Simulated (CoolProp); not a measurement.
Model: reference Helmholtz-energy equation of state, Thol 2017, in CoolProp.

Task: Give the vapour pressure (MPa), liquid density (kg/m³), enthalpy of vaporisation (kJ/kg), liquid cp (kJ/(kg K)) of saturated decamethyltetrasiloxane (MD2M) at 460.6, 486.5 K.

Result: 
```tsv
T (K)	p (MPa)	liquid density (kg/m³)	enthalpy of vaporisation (kJ/kg)	liquid cp (kJ/(kg K))
460.6	0.0852	676	132	2.10
486.5	0.157	642	122	2.16
```
